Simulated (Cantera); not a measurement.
An isothermal, constant-pressure homogeneous reactor starts with NO : N₂ = 1 : 0.47 (molar parts), at 2150 K and 53000 Pa. Integrator tolerance rtol = 1e-08.

Model: GRI-Mech 3.0 (53 species, 325 reactions), integrated in Cantera.

Task: What does this change do: N2 0.47 to 0.086 parts?

Result: 
```csv
quantity,before,after
x(NO) at 2.00 s,0.0148 (gas-phase equilibrium 0.0129),0.0157 (gas-phase equilibrium 0.0136)
x(N₂) at 2.00 s,0.652 (gas-phase equilibrium 0.653),0.531 (gas-phase equilibrium 0.532)
x(NO₂) at 2.00 s,1.85e-5 (gas-phase equilibrium 1.62e-5),2.28e-5 (gas-phase equilibrium 1.98e-5)
x(O) at 2.00 s,0.00156 (gas-phase equilibrium 0.00156),0.00181 (gas-phase equilibrium 0.00182)
x(O₂) at 2.00 s,0.332 (gas-phase equilibrium 0.333),0.451 (gas-phase equilibrium 0.452)
x(N₂O) at 2.00 s,4.97e-7 (gas-phase equilibrium 4.77e-7),4.76e-7 (gas-phase equilibrium 4.54e-7)
```

Task: What does this change do: NO 1 to 3.5 parts?

Result: 
| quantity | before | after |
|---|---|---|
| x(NO) at 2.00 s | 0.0148 (gas-phase equilibrium 0.0129) | 0.0156 (gas-phase equilibrium 0.0136) |
| x(N₂) at 2.00 s | 0.652 (gas-phase equilibrium 0.653) | 0.551 (gas-phase equilibrium 0.552) |
| x(NO₂) at 2.00 s | 1.85e-5 (gas-phase equilibrium 1.62e-5) | 2.22e-5 (gas-phase equilibrium 1.93e-5) |
| x(O) at 2.00 s | 0.00156 (gas-phase equilibrium 0.00156) | 0.00177 (gas-phase equilibrium 0.00178) |
| x(O₂) at 2.00 s | 0.332 (gas-phase equilibrium 0.333) | 0.432 (gas-phase equilibrium 0.433) |
| x(N₂O) at 2.00 s | 4.97e-7 (gas-phase equilibrium 4.77e-7) | 4.82e-7 (gas-phase equilibrium 4.60e-7) |
